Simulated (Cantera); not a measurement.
An isothermal, constant-pressure homogeneous reactor starts with NO : N2 = 1 : 13 (molar parts), at 1775 K and 0.0257 atm. Integrator tolerance rtol = 1e-08.

Model: GRI-Mech 3.0 (53 species, 325 reactions), integrated in Cantera. Radical loss at walls, strong at low pressure, is not modelled.

**Question.** What does this change do: pressure from 0.0257 atm to 1.00 atm?

**Answer.** 
```tsv
quantity	before	after
x(NO) at 2.00 s	0.0713 (gas-phase equilibrium 0.00172)	0.0673 (gas-phase equilibrium 0.00172)
x(O2) at 2.00 s	6.32e-5 (gas-phase equilibrium 0.0348)	0.00203 (gas-phase equilibrium 0.0348)
x(N2) at 2.00 s	0.929 (gas-phase equilibrium 0.963)	0.931 (gas-phase equilibrium 0.963)
x(NO2) at 2.00 s	1.75e-6 (gas-phase equilibrium 2.99e-7)	2.05e-5 (gas-phase equilibrium 1.87e-6)
x(O) at 2.00 s	1.96e-5 (gas-phase equilibrium 0.000111)	5.12e-6 (gas-phase equilibrium 1.79e-5)
```
